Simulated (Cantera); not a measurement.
What does this Cantera script print?

```python
import numpy as np
import cantera as ct

gas = ct.Solution("gri30.yaml")
gas.TPX = 1625, 500000, {'CH4': 1, 'CO2': 3.8}
inlet = ct.Reservoir(gas, clone=True)

reactor = ct.IdealGasConstPressureReactor(gas, energy="off", clone=False)
exhaust = ct.Reservoir(gas, clone=True)
tau = [0.83, 0.5, 0.3, 0.18, 0.11, 0.063, 0.038, 0.023, 0.013, 0.008, 0.0048][0]
for a, b in ((inlet, reactor), (reactor, exhaust)):
    ct.MassFlowController(a, b, mdot=lambda t: reactor.mass / tau)
net = ct.ReactorNet([reactor])
show = ['CH4', 'CO2', 'O2', 'H2O2', 'C2H']

rows = []
print(f"{'tau/s':>10s}{'T/K':>9s}" + "".join(f"{s:>11s}" for s in show))
for tau in [0.83, 0.5, 0.3, 0.18, 0.11, 0.063, 0.038, 0.023, 0.013, 0.008, 0.0048]:
    net.initial_time = 0.0
    net.advance(30 * tau)
    before = gas.X
    net.advance(40 * tau)
    drift = np.max(np.abs(gas.X - before) / (gas.X + 1e-9))
    rows.append([gas.T, *gas[show].X, drift])
    print(f"{tau:10.3e}{gas.T:9.1f}" + "".join(f"{x:11.3e}" for x in gas[show].X))
```

Output:

```
     tau/s      T/K        CH4        CO2         O2       H2O2        C2H
 8.300e-01   1625.0  1.899e-02  3.220e-01  4.304e-11  1.440e-12  8.282e-09
 5.000e-01   1625.0  2.327e-02  3.501e-01  4.847e-11  1.569e-12  1.160e-08
 3.000e-01   1625.0  2.865e-02  3.835e-01  5.627e-11  1.672e-12  1.538e-08
 1.800e-01   1625.0  3.568e-02  4.219e-01  6.576e-11  1.695e-12  1.905e-08
 1.100e-01   1625.0  4.491e-02  4.634e-01  7.445e-11  1.584e-12  2.168e-08
 6.300e-02   1625.0  5.957e-02  5.158e-01  7.905e-11  1.274e-12  2.248e-08
 3.800e-02   1625.0  7.761e-02  5.678e-01  7.453e-11  8.885e-13  2.074e-08
 2.300e-02   1625.0  9.935e-02  6.209e-01  6.251e-11  5.336e-13  1.730e-08
 1.300e-02   1625.0  1.255e-01  6.768e-01  4.520e-11  2.615e-13  1.281e-08
 8.000e-03   1625.0  1.459e-01  7.154e-01  3.129e-11  1.344e-13  9.351e-09
 4.800e-03   1625.0  1.637e-01  7.451e-01  1.938e-11  6.518e-14  6.356e-09
```

Cantera simulation using GRI-Mech 3.0 (53 species, 325 reactions); the numbers are that mechanism's predictions, not measurements.
